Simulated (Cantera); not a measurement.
A closed system holds: 1 mol Si3N4, 200 mol H2, 34 mol N2, at 1875 K.

Equilibrium computed with Cantera from the NASA thermochemical tables; the gas is ideal and each condensed phase is pure. Candidate condensed phases: Si, Si3N4; 18 gas species. Gases not in the tables: Si2H6 and higher silanes. Equilibrium is a limit: real reactors are often held back by kinetics, nucleation or transport.

Which condensed phases are stable at each of these points (P (Pa)): 1, 6.80, 46, 320, 2200, 15000, 100000?


```
P (Pa)  condensed phases  Si condensed (%)
------  ----------------  ----------------
1               gas only               0.0
6.80            gas only               0.0
46              gas only               0.0
320                Si(l)              75.0
2200               Si(l)              95.7
15000              Si(l)              98.9
100000          Si3N4(s)              99.8
```

From 1.00 Pa to 46.0 Pa nothing is condensed. From 320 Pa to 15000 Pa the condensed part is Si(l). At 100000 Pa the condensed part is Si3N4(s).
